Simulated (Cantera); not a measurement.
Ignition delay

Mixture: 28.5 % H2, 11.2 % O2, 60.3 % N2, equivalence ratio 1.3, at 8.20 bar, adiabatic and at constant volume. Ignition delay is the time to a rise of 400 K.

Detailed kinetics in Cantera: GRI-Mech 3.0 (53 species, 325 reactions). The hydrogen kinetics of GRI-Mech 3.0 are dated; newer H2 mechanisms differ, most at raised pressure. Below about 950 K walls govern HO2 and H2O2 in real vessels.

```csv
T0 (K),delay (ms)
900,120
950,31.9
1000,9.28
1050,2.84
1100,0.851
1150,0.219
1200,0.0377
1250,0.0109
```

* **apparent activation energy between 1150 and 1250 K**: 360 kJ/mol
